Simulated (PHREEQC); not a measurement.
Consider water at 25 °C with 0.39 mol NiSO4 and 0.013 mol Na2SO4 per kg of water. Closed to the air; pH follows from the charge balance.

Model: ion-association model, wateq4f.dat, run in PHREEQC.

Each row changes one thing in this solution. No solid was allowed to form.

```csv
case,pH,ionic strength (mol/kgw),NiSO4 (mol/kgw),SO4-2 (mol/kgw),Ni+2 (mol/kgw),Na+ (mol/kgw),SI of Morenosite (NiSO4:7H2O)
as made,5.91,0.645,0.235,0.161,0.153,0.0225,-0.52
diluted 100-fold with water,6.31,0.0128,0.000789,0.00324,0.00311,0.000257,-3.03
temperature from 25 to 55 °C,5.63,0.623,0.241,0.156,0.148,0.0223,-0.81
0.093 mol/kgw HNO3 added,…,0.716,0.208,0.124,0.181,0.0233,…
Na2SO4 from 0.013 to 0.026 mol/kgw,5.92,0.664,0.238,0.168,0.150,0.0448,-0.52
```

### Question
Fill in the missing entries.

### Answer

- 0.093 mol/kgw HNO3 added, pH: 1.70
- 0.093 mol/kgw HNO3 added, SI of Morenosite (NiSO4:7H2O): -0.58

The ionic strength passes 0.7 mol/kgw, the rough limit of the ion-association models, in 0.093 mol/kgw HNO3 added. Constants without temperature data keep their 25 °C values here.
